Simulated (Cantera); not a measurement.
# Silicon epitaxy and polysilicon growth: SiH2Cl2 + Cl2 + H2

Feed: 1 mol SiH2Cl2, 0.062 mol Cl2, 3.9 mol H2, equilibrated at 1302 °C.

Cantera equilibrium calculation (NASA polynomials, part measured and part estimated; ideal gas, pure solids and liquids). Candidate condensed phases: Si; 19 gas species. The tables' values for SiCl3, SiCl are old estimates; treat these amounts as uncertain. Rates play no part.

From 1.00 mbar to 2.00 bar the condensed part is Si(s). The main Si-bearing gas is SiCl2 throughout.

```tsv
P (Pa)	x H2	x HCl	x SiCl2	x SiCl3	x SiCl4	x SiHCl3	n Si(s)
100	0.746	0.150	0.102	0.000877	1.98e-5	1.32e-5	0.387
260	0.747	0.149	0.101	0.00140	5.09e-5	3.40e-5	0.387
670	0.748	0.149	0.100	0.00222	0.000129	8.64e-5	0.388
1700	0.750	0.148	0.0985	0.00345	0.000316	0.000214	0.390
4500	0.752	0.146	0.0955	0.00536	0.000786	0.000542	0.392
12000	0.756	0.142	0.0904	0.00805	0.00188	0.00133	0.397
30000	0.762	0.136	0.0828	0.0112	0.00394	0.00293	0.404
77000	0.772	0.128	0.0716	0.0144	0.00754	0.00609	0.414
200000	0.785	0.115	0.0574	0.0166	0.0126	0.0115	0.424
```
x: gas mole fraction; n: condensed amount in mol.
